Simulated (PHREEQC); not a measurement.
NaOH is added in steps, without added water, to 1 kg of water holding 0.22 mol/kgw KHCO3 and 0.0019 mol/kgw Na2CO3, at 25 °C. No CO2 enters from the air. Solids allowed: Kalicinite, Nahcolite, Natron, Trona. Others were left out.

Base run: PHREEQC, Pitzer model, pitzer.dat. Each further column changes one thing. The table gives pH.

```json
[
 {"NaOH added (mol)": "0", "base": "8.16", "database wateq4f.dat": "8.20", "database phreeqc.dat, all activity coefficients set to 1": "8.50", "database phreeqc.dat, Debye-Hückel limiting law": "7.96", "database phreeqc.dat": "8.20"},
 {"NaOH added (mol)": "0.01375", "base": "8.75", "database wateq4f.dat": "8.79", "database phreeqc.dat, all activity coefficients set to 1": "9.13", "database phreeqc.dat, Debye-Hückel limiting law": "8.46", "database phreeqc.dat": "8.79"},
 {"NaOH added (mol)": "0.04125", "base": "9.22", "database wateq4f.dat": "9.22", "database phreeqc.dat, all activity coefficients set to 1": "9.54", "database phreeqc.dat, Debye-Hückel limiting law": "8.85", "database phreeqc.dat": "9.22"},
 {"NaOH added (mol)": "0.055", "base": "9.37", "database wateq4f.dat": "9.35", "database phreeqc.dat, all activity coefficients set to 1": "9.66", "database phreeqc.dat, Debye-Hückel limiting law": "8.97", "database phreeqc.dat": "9.35"},
 {"NaOH added (mol)": "0.0825", "base": "9.61", "database wateq4f.dat": "9.57", "database phreeqc.dat, all activity coefficients set to 1": "9.86", "database phreeqc.dat, Debye-Hückel limiting law": "9.15", "database phreeqc.dat": "9.57"},
 {"NaOH added (mol)": "0.09625", "base": "9.71", "database wateq4f.dat": "9.66", "database phreeqc.dat, all activity coefficients set to 1": "9.96", "database phreeqc.dat, Debye-Hückel limiting law": "9.23", "database phreeqc.dat": "9.66"},
 {"NaOH added (mol)": "0.1237", "base": "9.92", "database wateq4f.dat": "9.85", "database phreeqc.dat, all activity coefficients set to 1": "10.14", "database phreeqc.dat, Debye-Hückel limiting law": "9.39", "database phreeqc.dat": "9.85"},
 {"NaOH added (mol)": "0.1375", "base": "10.03", "database wateq4f.dat": "9.95", "database phreeqc.dat, all activity coefficients set to 1": "10.23", "database phreeqc.dat, Debye-Hückel limiting law": "9.47", "database phreeqc.dat": "9.95"},
 {"NaOH added (mol)": "0.165", "base": "10.27", "database wateq4f.dat": "10.18", "database phreeqc.dat, all activity coefficients set to 1": "10.46", "database phreeqc.dat, Debye-Hückel limiting law": "9.67", "database phreeqc.dat": "10.18"},
 {"NaOH added (mol)": "0.1787", "base": "10.43", "database wateq4f.dat": "10.32", "database phreeqc.dat, all activity coefficients set to 1": "10.60", "database phreeqc.dat, Debye-Hückel limiting law": "9.80", "database phreeqc.dat": "10.33"},
 {"NaOH added (mol)": "0.2062", "base": "10.93", "database wateq4f.dat": "10.81", "database phreeqc.dat, all activity coefficients set to 1": "11.08", "database phreeqc.dat, Debye-Hückel limiting law": "10.28", "database phreeqc.dat": "10.82"},
 {"NaOH added (mol)": "0.22", "base": "11.48", "database wateq4f.dat": "11.40", "database phreeqc.dat, all activity coefficients set to 1": "11.63", "database phreeqc.dat, Debye-Hückel limiting law": "11.01", "database phreeqc.dat": "11.40"}
]
```

 pitzer.dat has no redox and few complexes: it carries them in its interaction parameters. phreeqc.dat and wateq4f.dat share most of their constants, so their agreement is no independent check. Solids allowed in the column 'database wateq4f.dat': Nahcolite, Natron.
